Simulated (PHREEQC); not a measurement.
1 kg of water holding 0.0018 mol Na2B4O7 and 0.2 mol Na2CO3 is evaporated at 25 °C; the solids stay in contact with the brine. CO2 from the air is kept out. The run lets Nahcolite, Natron, Trona, Borax, Boric_acid,s, NaBO2:4H2O, NaB5O8:5H2O precipitate or redissolve, and no other solid.

The series has 17 steps of water left (kg), from 1 to 0.01599.

Computed with PHREEQC (Pitzer model, pitzer.dat).

**Question.** Which solids form, in which order, and at which step of the series does each first stand?

**Answer.** Natron from water left = 0.05724 kg (pH 11.12).
